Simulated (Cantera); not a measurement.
A closed system holds: 1 mol Pb, 3.1 mol CO, 0.47 mol H2, equilibrated at 800 °C and 6.70 mbar.

Method: chemical equilibrium by Gibbs-energy minimisation in Cantera with the NASA 1993 tables (ideal gas, pure condensed phases). Candidate condensed phases: C, C6H6, C7H8, C8H18, H2O, Pb, PbO, PbO2, Pb3O4; 113 gas species. Kinetics and transport are ignored.

Q: What is the equilibrium state?

A: 
- x(CO) = 0.858
- x(H2) = 0.130
- x(Pb) = 0.0109
- x(CO2) = 0.000695
- x(H2O) = 9.73e-5
- x(CH4) = 5.22e-6
- n(C(graphite)) = 0.00284 mol
- n(Pb(l)) = 0.961 mol
- gas amount = 3.606 mol
- log10 activity of PbO2(s) (absent) = -21.47
